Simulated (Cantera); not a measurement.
A perfectly stirred reactor is fed with 100 % N2O, at 0.0133 bar; it is held at 1175 K, and followed from long to short residence time.

Detailed kinetics in Cantera: GRI-Mech 3.0 (53 species, 325 reactions). GRI-Mech 3.0 was tuned for natural gas; its chemistry of N2O as a main component is partial and can be far from experiment. Radical loss at walls, strong at low pressure, is not modelled. The mechanism lacks the step 2 NO + O2 → 2 NO2, which can matter for NO2 below about 1400 K. The temperature is held fixed by assumption; the heat of reaction is taken as removed at once.

x: mole fraction; the columns are a selection and need not sum to one.

```csv
τ (s),x N2O,x NO,x NO2,x O,x N2,x O2
19,0.874,0.00799,?,1.23e-6,0.0801,0.0381
7.6,0.945,0.00346,?,1.23e-6,0.0347,0.0165
3.0,0.978,0.00141,?,1.23e-6,0.0142,0.00673
1.2,0.991,0.000572,?,1.23e-6,0.00574,0.00273
0.47,0.996,0.000225,?,1.23e-6,0.00226,0.00107
0.19,0.999,9.11e-5,?,1.23e-6,0.000915,0.000434
0.073,0.999,3.49e-5,2.74e-10,1.22e-6,0.000351,0.000166
0.029,1.000,1.37e-5,4.37e-11,1.21e-6,0.000139,6.54e-5
0.011,1.000,5.07e-6,6.04e-12,1.18e-6,5.20e-5,2.42e-5
0.0045,1.000,1.96e-6,<1e-12,1.11e-6,2.07e-5,9.32e-6
0.0018,1.000,6.83e-7,<1e-12,9.69e-7,7.81e-6,3.25e-6
```

Question: What belongs in the gaps?

Answer: 
- 19, x NO2: 1.31e-6
- 7.6, x NO2: 4.82e-7
- 3.0, x NO2: 1.55e-7
- 1.2, x NO2: 4.21e-8
- 0.47, x NO2: 9.01e-9
- 0.19, x NO2: 1.73e-9
